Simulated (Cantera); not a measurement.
Input: 1 mol AlCl3, 1.1 mol NH3, 45 mol H2, held at 1825 K and 8600 Pa.

Cantera equilibrium calculation (NASA polynomials, part measured and part estimated; ideal gas, pure solids and liquids). Candidate condensed phases: Al, AlCl3, AlN, NH4Cl; 20 gas species. The tables' values for AlCl2 are old estimates; treat these amounts as uncertain. The numbers say what is thermodynamically allowed, not how fast it happens.

Base state: H2 0.929, HCl 0.0377, AlCl 0.0179, N2 0.0112, AlCl2 0.00186, H 0.00145, AlCl3 0.000555, Cl 4.48e-5 (mole fractions); condensed: gas only.

What changes in the equilibrium state with this change: temperature from 1825 K to 798.15 K?


| species | before | after |
|---|---|---|
| H2 | 0.929 | 0.948 |
| HCl | 0.0377 | 0.0405 |
| AlCl3 | 0.000555 | 0.00722 |
| AlCl | 0.0179 | <1e-9 |
| N2 | 0.0112 | 0.00465 |
| AlCl2 | 0.00186 | <1e-9 |
| H | 0.00145 | <1e-9 |
| Cl | 4.48e-5 | <1e-9 |
| AlN(s), mol | 0 | 0.651 |

What changes in the equilibrium state with this change: 0.3 mol Cl2 added?


| species | before | after |
|---|---|---|
| H2 | 0.929 | 0.919 |
| HCl | 0.0377 | 0.0485 |
| AlCl | 0.0179 | 0.0170 |
| N2 | 0.0112 | 0.0111 |
| AlCl3 | 0.000555 | 0.000884 |
| Cl | 4.48e-5 | 5.79e-5 |
| AlCl2 | 0.00186 | 0.00229 |
